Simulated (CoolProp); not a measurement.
20 sccm (0 °C, 1 atm) of nitrogen bubbles through liquid m-xylene at 345.2 K and leaves saturated at a total pressure of 0.15 MPa (ideal gas phase). Each further row changes one setting.

Values from CoolProp's reference Helmholtz-energy equation of state, Zhou 2012.

| case | vapour pressure (kPa) | mole fraction of vapour | delivery (mg/min) | delivery (sccm) | change of delivery for a bath 1 K warmer (%) |
|---|---|---|---|---|---|
| as stated | 11.0 | 0.0735 | 7.51 | … | … |
| bath temperature 350.2 K | … | 0.0898 | 9.34 | 1.97 | 4.4 |
| total pressure 0.3 MPa | 11.0 | 0.0367 | 3.61 | 0.763 | 4.3 |

Q: Complete the blanks.

A: 
- as stated, delivery (sccm): 1.59
- as stated, change of delivery for a bath 1 K warmer (%): 4.5
- bath temperature 350.2 K, vapour pressure (kPa): 13.5
